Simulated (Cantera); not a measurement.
Cantera run:

```python
import numpy as np
import cantera as ct

gas_names = """
    CL CL2 H HCL H2 Ti TiCL TiCL2 TiCL3 TiCL4
""".split()
cond_names = """
    Ti(a) Ti(b) Ti(L) TiCL2(s) TiCL3(s) TiCL4(L)
""".split()


# ... load() reads the species with a 1 bar reference pressure and builds the phases ...
atoms = {
    'TiCl4': {'Ti': 1, 'CL': 4},
    'H2': {'H': 2},
}
top_T = {'TiCL2(s)': 1300, 'TiCL3(s)': 1000}  # K; cautious upper limits of use, not melting points


# ... equilibrate(T, P, feed) seeds the gas with the atoms and calls Mixture.equilibrate('TP', solver="vcs", rtol=1e-11, max_steps=5000) ...
results = []
T = 1625  # K
P = 49000  # Pa
for m in [2.7, 5.2, 7.6, 10, 12, 15, 17, 20, 22, 25, 27]:
    feed = {'TiCl4': 1, 'H2': m}  # mol
    mix = equilibrate(T, P, feed)
    results.append((T, P, feed, dict(zip(mix.species_names, mix.species_moles))))
    x = sorted(zip(gas.X, gas.species_names), reverse=True)
    print(f"T = {T:g} K  P = {P:g} Pa  n(H2) = {m:g} mol  gas = {mix.phase_moles(0):.4g} mol")
    print("   x: " + "  ".join(f"{s} {v:.3e}" for v, s in x if v > 0.0001))
    print("   condensed (mol): " + ("  ".join(f"{mix.phase(i).name} {mix.phase_moles(i):.4g}"
          for i in range(1, mix.n_phases) if mix.phase_moles(i) > 1e-12) or "none"))
```

Result:

```
T = 1625 K  P = 49000 Pa  n(H2) = 2.7 mol  gas = 4.101 mol
   x: H2 5.605e-01  HCL 1.956e-01  TiCL3 1.911e-01  TiCL4 5.048e-02  TiCL2 2.270e-03
   condensed (mol): none
T = 1625 K  P = 49000 Pa  n(H2) = 5.2 mol  gas = 6.641 mol
   x: H2 7.165e-01  HCL 1.328e-01  TiCL3 1.278e-01  TiCL4 2.027e-02  TiCL2 2.528e-03
   condensed (mol): none
T = 1625 K  P = 49000 Pa  n(H2) = 7.6 mol  gas = 9.062 mol
   x: H2 7.878e-01  HCL 1.018e-01  TiCL3 9.655e-02  TiCL4 1.119e-02  TiCL2 2.614e-03
   condensed (mol): none
T = 1625 K  P = 49000 Pa  n(H2) = 10 mol  gas = 11.48 mol
   x: H2 8.301e-01  HCL 8.268e-02  TiCL3 7.740e-02  TiCL4 7.102e-03  TiCL2 2.647e-03
   condensed (mol): none
T = 1625 K  P = 49000 Pa  n(H2) = 12 mol  gas = 13.48 mol
   x: H2 8.541e-01  HCL 7.162e-02  TiCL3 6.631e-02  TiCL4 5.196e-03  TiCL2 2.656e-03
   condensed (mol): none
T = 1625 K  P = 49000 Pa  n(H2) = 15 mol  gas = 16.49 mol
   x: H2 8.795e-01  HCL 5.977e-02  TiCL3 5.447e-02  TiCL4 3.510e-03  TiCL2 2.653e-03
   condensed (mol): none
T = 1625 K  P = 49000 Pa  n(H2) = 17 mol  gas = 18.5 mol
   x: H2 8.920e-01  HCL 5.389e-02  TiCL3 4.861e-02  TiCL4 2.804e-03  TiCL2 2.644e-03
   condensed (mol): none
T = 1625 K  P = 49000 Pa  n(H2) = 20 mol  gas = 21.51 mol
   x: H2 9.064e-01  HCL 4.703e-02  TiCL3 4.178e-02  TiCL2 2.625e-03  TiCL4 2.087e-03
   condensed (mol): none
T = 1625 K  P = 49000 Pa  n(H2) = 22 mol  gas = 23.51 mol
   x: H2 9.140e-01  HCL 4.339e-02  TiCL3 3.817e-02  TiCL2 2.610e-03  TiCL4 1.752e-03
   condensed (mol): none
T = 1625 K  P = 49000 Pa  n(H2) = 25 mol  gas = 26.52 mol
   x: H2 9.233e-01  HCL 3.891e-02  TiCL3 3.374e-02  TiCL2 2.586e-03  TiCL4 1.382e-03
   condensed (mol): none
T = 1625 K  P = 49000 Pa  n(H2) = 27 mol  gas = 28.52 mol
   x: H2 9.284e-01  HCL 3.643e-02  TiCL3 3.130e-02  TiCL2 2.569e-03  TiCL4 1.196e-03
   condensed (mol): none
```

Equilibrium computed with Cantera from the NASA thermochemical tables; the gas is ideal and each condensed phase is pure. The tables' values for TiCl2 are old estimates; treat these amounts as uncertain.
